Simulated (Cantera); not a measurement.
Feed: 1 mol Si, 2.1 mol Cl2, 7.6 mol HF, equilibrated at 1400 K and 780 Pa.

Method: chemical equilibrium by Gibbs-energy minimisation in Cantera with the NASA 1993 tables (ideal gas, pure condensed phases). Candidate condensed phases: Si; 37 gas species. The numbers say what is thermodynamically allowed, not how fast it happens.

Base state: HCl 0.456, HF 0.410, SiF4 0.114, Cl 0.0171, Cl2 0.00283 (mole fractions); condensed: gas only.

Question: What changes in the equilibrium state with this change: pressure from 780 Pa to 11.0 Pa?

Answer: 
```
species   before    after
-------  -------  -------
HCl        0.456    0.454
HF         0.410    0.409
SiF4       0.114    0.114
Cl        0.0171   0.0227
Cl2      0.00283  7.03e-5
SiF3     2.93e-7  1.56e-5
H2       1.46e-6  5.83e-5
```
The tables' values for SiF3 are old estimates; treat these amounts as uncertain.

Question: What changes in the equilibrium state with this change: Cl2 from 2.1 to 8.5 mol?

Answer: 
| species | before | after |
|---|---|---|
| Cl2 | 0.00283 | 0.304 |
| HCl | 0.456 | 0.241 |
| HF | 0.410 | 0.217 |
| Cl | 0.0171 | 0.177 |
| SiF4 | 0.114 | 0.0604 |

Question: What changes in the equilibrium state with this change: Cl2 from 2.1 to 1.2 mol?

Answer: 
| species | before | after |
|---|---|---|
| HF | 0.410 | 0.462 |
| HCl | 0.456 | 0.308 |
| SiF4 | 0.114 | 0.128 |
| H2 | 1.46e-6 | 0.103 |
| Cl | 0.0171 | 4.36e-5 |
| Cl2 | 0.00283 | 1.83e-8 |
| H | 6.65e-8 | 1.76e-5 |
| SiF3 | 2.93e-7 | 7.78e-5 |
The tables' values for SiF3 are old estimates; treat these amounts as uncertain.
